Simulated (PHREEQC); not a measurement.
Synthetic water in mg/kgw, 40 °C, pH 7.67:

```csv
constituent,mg/kgw
Na,1970
K,173
Ca,488
Mg,150
Cl,4320
S(6) as SO4,32.9
Alkalinity as HCO3,7.01
B,0.801
```

Valence states are taken as typed.

Computed with PHREEQC (Pitzer model, pitzer.dat).

Each row changes one thing in this solution. This is a speciation only: nothing precipitates in the calculation.

```tsv
case	HCO3- (mol/kgw)	CO2 (mol/kgw)	CO3-2 (mol/kgw)	MgOH+ (mol/kgw)	MgCO3 (mol/kgw)	HSO4- (mol/kgw)	SI of Gypsum (CaSO4:2H2O)
as made	0.000106	3.49e-6	9.86e-7	5.92e-7	5.22e-7	2.99e-10	-1.92
Ca from 488 to 244 mg/kgw	0.000106	3.53e-6	9.30e-7	6.03e-7	5.42e-7	3.30e-10	-2.17
temperature from 40 to 80 °C at the same typed pH	8.07e-5	2.76e-6	9.84e-7	9.13e-6	7.83e-7	8.98e-10	-1.86
pH from 7.67 to 8.17 at the same alkalinity	8.88e-5	9.25e-7	2.62e-6	1.87e-6	1.38e-6	9.44e-11	-1.92
```

Species that the database lacks are ignored. Away from 25 °C the constants follow the database's enthalpies or fits; those with neither stay at their 25 °C values.
